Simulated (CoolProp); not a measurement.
A single-stage vapour-compression cycle with R22: evaporating at 277.15 K (dew point), condensing at 304.15 K (bubble point), superheat 2 K, subcooling 2 K, compressor efficiency 0.7, no pressure losses. Each further row changes one setting.

Model: reference Helmholtz-energy equation of state, Kamei 1995, in CoolProp.

| case | cooling COP | pressure ratio | discharge temperature (K) | refrigerating effect (kJ/kg) | volumetric capacity (kJ/m³) |
|---|---|---|---|---|---|
| as stated | 6.33 | 2.16 | 328.2 | 173 | 4110 |
| evaporating temperature 282.15 K | 8.05 | … | 323.6 | 174 | 4820 |
| condensing temperature 299.15 K | … | 1.89 | 319.6 | 179 | 4260 |
| subcooling 7 K | 6.56 | 2.16 | 328.2 | 179 | 4260 |
| superheat 12 K | … | 2.16 | 339.0 | 180 | 4070 |
| compressor efficiency 0.6 | … | 2.16 | 333.7 | 173 | 4110 |

### Question
Complete the blanks.

### Answer

- evaporating temperature 282.15 K, pressure ratio: 1.85
- condensing temperature 299.15 K, cooling COP: 7.96
- superheat 12 K, cooling COP: 6.26
- compressor efficiency 0.6, cooling COP: 5.42
